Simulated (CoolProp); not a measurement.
Properties of ammonia along the isobar 2320 kPa (Tc = 405.6 K, pc = 11360 kPa, ω = 0.256).

Values from CoolProp's reference Helmholtz-energy equation of state, Gao 2020.

| T (K) | phase | density (kg/m³) | isothermal compressibility (1/MPa) | expansivity (1/kK) | fugacity coefficient |
|---|---|---|---|---|---|
| 232.7 | liquid | 691.4 | 0.0006806 | 1.736 | [?] |
| 265.3 | liquid | 650.5 | 0.0009839 | 2.028 | 0.1324 |
| 298 | liquid | [?] | 0.001560 | 2.503 | 0.3916 |
| 330.7 | gas | 17.78 | [?] | 6.697 | 0.8405 |
| 363.3 | gas | 14.94 | 0.4994 | 4.421 | 0.8885 |
| 396 | gas | [?] | 0.4750 | 3.484 | 0.9187 |
| 428.7 | gas | 11.84 | 0.4618 | 2.949 | 0.9390 |
| 461.3 | gas | [?] | 0.4535 | 2.590 | 0.9533 |

**Question.** Fill in the missing entries.

**Answer.** 
- 232.7, fugacity coefficient: 0.03036
- 298, density (kg/m³): 604.4
- 330.7, isothermal compressibility (1/MPa): 0.5598
- 396, density (kg/m³): 13.15
- 461.3, density (kg/m³): 10.83
